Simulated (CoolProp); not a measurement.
Model: reference Helmholtz-energy equation of state, Akasaka 2023, in CoolProp.

For R1336mzz(E), give the phase and the cp (kJ/(kg K)), cv (kJ/(kg K)), Joule-Thomson coefficient (K/MPa) at 410 K and 0.68 bar; 410 K and 23.5 bar.


- 410 K and 0.68 bar: gas; cp 0.912, cv 0.859, Joule-Thomson coefficient 10.3
- 410 K and 23.5 bar: gas; cp 1.34, cv 0.928, Joule-Thomson coefficient 16.3
